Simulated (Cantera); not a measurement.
A jet of CH₄ : O₂ : N₂ = 0.028 : 0.2 : 0.79 (molar parts) at 300 K and 25000 Pa hits a platinum plate 3.8 cm away at a mass flux of 0.059 kg/m²/s; the plate temperature is set and raised in steps from an oxygen-covered start.

Cantera simulation using Deutschmann's 1995 Pt surface mechanism with GRI-Mech 3.0 gas chemistry; the numbers are that mechanism's predictions, not measurements. Catalytic surfaces can have several steady states; this one follows from the mechanism file's or the stated starting coverage.

x: mole fraction at the wall; θ: surface coverage.

```
plate T (K)  wall x CH₄  wall x O₂  wall x H₂O  wall x OH  wall x CO  wall x CO₂  θ free Pt   θ O*    θ OH*
-----------  ----------  ---------  ----------  ---------  ---------  ----------  ---------  -----  -------
900              0.0186      0.177      0.0167    2.07e-8    5.77e-6      0.0109      0.133  0.866        ?
950              0.0135      0.167      0.0261    6.62e-8    5.77e-6      0.0171      0.188  0.810  0.00171
1000            0.00950      0.158      0.0335    1.84e-7    5.43e-6      0.0220      0.248  0.751  0.00178
1050            0.00675      0.152      0.0385    4.47e-7    5.06e-6      0.0253      0.309  0.689  0.00173
1100            0.00494      0.149      0.0416    9.84e-7    4.80e-6      0.0274      0.371  0.627  0.00161
1150            0.00335      0.146      0.0441    2.10e-6    7.01e-6      0.0287      0.433  0.566        ?
1200            0.00234      0.144      0.0459    3.97e-6    8.76e-6      0.0298      0.492  0.507        ?
```

**Question.** Some entries are withheld; supply them.

**Answer.** 
- 900, θ OH*: 0.00146
- 1150, θ OH*: 0.00148
- 1200, θ OH*: 0.00134
